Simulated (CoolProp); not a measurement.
The numbers come from the reference Helmholtz-energy equation of state, Thol 2016 in CoolProp.

Q: For R1234ze(E), give the phase and the cv (kJ/(kg K)), Joule-Thomson coefficient (K/MPa), viscosity (µPa s), Prandtl number at 128.15 °C and 0.474 bar; 128.15 °C and 150 bar.

A: 
- 128.15 °C and 0.474 bar: gas; cv 0.957, Joule-Thomson coefficient 8.20, viscosity 16.6, Prandtl number 0.766
- 128.15 °C and 150 bar: supercritical; cv 1.04, Joule-Thomson coefficient 0.379, viscosity 94.4, Prandtl number 2.35

Viscosity comes from a separate model (Bell 2016), an estimate that may be off by 10 % or more. Thermal conductivity comes from a separate model (Perkins 2011).
